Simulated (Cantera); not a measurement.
An isothermal plug-flow reactor at 798 K and 5.00 bar (inlet), inlet velocity 0.82 m/s, active area per volume 1100 1/m; feed CO : O₂ : N₂ = 0.0065 : 0.08 : 0.79 (molar parts), equivalence ratio 0.041.

Computed with Cantera and Deutschmann's 1995 Pt surface mechanism with GRI-Mech 3.0 gas chemistry. Catalytic surfaces can have several steady states; this one follows from the mechanism file's or the stated starting coverage. Mass transfer to the wall is taken as infinitely fast.

Task: What does this change do: pressure from 5.00 bar to 2.00 bar?

Result: 
```csv
quantity,before,after
x(CO) at z = 0.0054 m,0.00108,0.000349
x(O₂) at z = 0.0054 m,0.0884,0.0880
x(H₂O) at z = 0.0054 m,<1e-12,<1e-12
x(CO₂) at z = 0.0054 m,0.00636,0.00709
θ(free Pt) at the exit,0.0209,0.0291
θ(O*) at the exit,0.979,0.971
```

Task: What does this change do: pressure from 5.00 bar to 2.50 bar?

Result: 
| quantity | before | after |
|---|---|---|
| x(CO) at z = 0.0054 m | 0.00108 | 0.000491 |
| x(O₂) at z = 0.0054 m | 0.0884 | 0.0881 |
| x(H₂O) at z = 0.0054 m | <1e-12 | <1e-12 |
| x(CO₂) at z = 0.0054 m | 0.00636 | 0.00695 |
| θ(free Pt) at the exit | 0.0209 | 0.0267 |
| θ(O*) at the exit | 0.979 | 0.973 |
